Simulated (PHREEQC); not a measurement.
Solution (20 °C): 0.019 mol/kgw HF and 0.0341 mol/kgw NH4F. Closed to the air; pH follows from the charge balance.

The numbers come from PHREEQC with the ion-association model, phreeqc.dat.

No solid was allowed to form.

Task: Order these F species by the share of F that they hold, largest first: HF, F-, HF2-.

Result: F- (61 %), HF (31 %), HF2- (7.5 %)

The pH is 3.35 and the ionic strength 0.0346 mol/kgw. Species that the database lacks are ignored.
